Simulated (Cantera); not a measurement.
## Pb + CO + N2 (iron carbonyl, mercury and lead vapours)

A closed system holds: 1 mol Pb, 0.29 mol CO, a varied amount of N2, held at 750 °C and 34.0 Pa.

Method: chemical equilibrium by Gibbs-energy minimisation in Cantera with the NASA 1993 tables (ideal gas, pure condensed phases). Candidate condensed phases: C, Pb, PbO, PbO2, Pb3O4; 27 gas species. The numbers say what is thermodynamically allowed, not how fast it happens.

From 3.1 mol N2 to 11 mol N2 the condensed part is Pb(l). From 12 mol N2 to 20 mol N2 nothing is condensed. The main Pb-bearing gas is Pb throughout.

```tsv
n(N2) (mol)	x N2	x CO	x Pb	x CO2	x Pb2	n Pb(l)
3.1	0.843	0.0788	0.0787	7.53e-7	3.47e-7	0.711
3.6	0.853	0.0687	0.0787	5.72e-7	3.47e-7	0.668
4.2	0.862	0.0595	0.0787	4.29e-7	3.47e-7	0.617
4.9	0.870	0.0515	0.0787	3.21e-7	3.47e-7	0.557
5.7	0.877	0.0446	0.0787	2.41e-7	3.47e-7	0.489
6.7	0.883	0.0382	0.0787	1.77e-7	3.47e-7	0.403
7.8	0.888	0.0330	0.0787	1.32e-7	3.47e-7	0.309
9.1	0.893	0.0285	0.0787	9.82e-8	3.47e-7	0.198
11	0.898	0.0237	0.0787	6.79e-8	3.47e-7	0.0359
12	0.903	0.0218	0.0752	5.77e-8	3.18e-7	0
14	0.916	0.0190	0.0654	4.36e-8	2.40e-7	0
17	0.929	0.0159	0.0547	3.05e-8	1.68e-7	0
20	0.939	0.0136	0.0470	2.25e-8	1.24e-7	0
```
x: gas mole fraction; n: condensed amount in mol.
